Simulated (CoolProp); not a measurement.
A closed Brayton cycle with dry air: compressor inlet 323.15 K and 2.5 MPa, high pressure 6.68 MPa, turbine inlet 750 K, compressor efficiency 0.89, turbine efficiency 0.9, recuperator effectiveness 0 (on enthalpy, no pinch check). Each further row changes one setting.

The numbers come from the reference Helmholtz-energy equation of state, Lemmon 2000 in CoolProp. It is a pseudo-pure fit of the blend.

```csv
case,thermal efficiency (%),net work (kJ/kg),compressor to turbine work,compressor exit (K),turbine exit (K)
as stated,15.3,50.7,0.70,441.4,592.8
turbine inlet 700 K,14.2,39.1,[?],441.4,551.8
compressor inlet 333.15 K,[?],[?],[?],454.8,592.8
high pressure 5.68 MPa,13.5,47.8,0.67,[?],616.3
recuperator effectiveness 0.5,[?],50.7,0.70,441.4,592.8
```

Task: Fill in the missing entries.

Result: 
- turbine inlet 700 K, compressor to turbine work: 0.75
- compressor inlet 333.15 K, thermal efficiency (%): 14.8
- compressor inlet 333.15 K, net work (kJ/kg): 46.9
- compressor inlet 333.15 K, compressor to turbine work: 0.72
- high pressure 5.68 MPa, compressor exit (K): 419.6
- recuperator effectiveness 0.5, thermal efficiency (%): 20.1
